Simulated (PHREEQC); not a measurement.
# Copper plating or etch bath

A solution holds 0.13 mol/kgw Cu(NO3)2, 0.032 mol/kgw HCl and 7.7e-05 mol/kgw FeCl3, at 25 °C. Closed to the air; pH follows from the charge balance.

All values are PHREEQC results (ion-association model, phreeqc.dat), not measurements.

This is a speciation only: nothing precipitates in the calculation.

Question: Estimate the pH.

Answer: pH 1.61.

Question: In which forms is Cu present?

Answer: Cu+2 98 %, CuCl+ 2.0 % of the Cu.

The solution is supersaturated, for example in Hematite (slow to form), Goethite (slow to form), so a real one may precipitate; this is no full list.
